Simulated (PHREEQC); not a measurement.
A PHREEQC input (ion-association model, phreeqc.dat):

```
SOLUTION 1
  temp 25
  units mg/L
  pH 5.75
  pe 0.1
  Na 0.123
  K 0.00231
  Ca 0.033
  Mg 0.00867
  Cl 0.0341
  S(6) 0.122 as SO4
  Alkalinity 0.262 as HCO3
  Si 0.000378 as SiO2
END
USE solution 1
EQUILIBRIUM_PHASES 1
  Chaalcedony 0 0
  CO2(g) -3.4 10
END
```

It stops with these messages:

```
ERROR: Phase not found in database, Chaalcedony.
ERROR: Calculations terminating due to input errors.
```

The fault: the phase Chalcedony misspelt. The line should read `Chalcedony` where the input has `Chaalcedony`. With the mend the run ends at pH 5.95 and ionic strength 1.13e-5 mol/kgw.
